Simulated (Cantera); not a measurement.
A perfectly stirred reactor is fed with CH₄ : C₂H₆ : O₂ : N₂ = 1 : 0.25 : 5.64 : 46.8 (molar parts), equivalence ratio 0.51, at 1.20 bar; it is adiabatic with a 748 K inlet, and is followed from long to short residence time, starting on the burning branch (τ in s: 0.029, 0.015, 0.0077, 0.004, 0.0021, 0.0011, 0.00056, 0.00029, 0.00015, 7.7e-05, 4e-05).

Model: GRI-Mech 3.0 (53 species, 325 reactions), integrated in Cantera.

Question: Predict: blow-out, bracketed by the residence times tried; x(CH₄) at τ = 29.0 ms; x(C₂H₆) at τ = 29.0 ms; x(O₂) at τ = 29.0 ms; x(NO) at τ = 29.0 ms; x(CH₂) at τ = 29.0 ms; x(CH₄) at τ = 1.10 ms; x(C₂H₆) at τ = 1.10 ms; x(O₂) at τ = 1.10 ms.

Answer: 
```
Quantity                                                                       Value
------------------------------------------------  ----------------------------------
blow-out, bracketed by the residence times tried  burning at 4.00 ms, out at 2.10 ms
x(CH₄) at τ = 29.0 ms                                                        5.83e-5
x(C₂H₆) at τ = 29.0 ms                                                       3.73e-6
x(O₂) at τ = 29.0 ms                                                          0.0520
x(NO) at τ = 29.0 ms                                                         5.35e-7
x(CH₂) at τ = 29.0 ms                                                        5.09e-8
x(CH₄) at τ = 1.10 ms                                                         0.0186
x(C₂H₆) at τ = 1.10 ms                                                       0.00466
x(O₂) at τ = 1.10 ms                                                           0.105
```
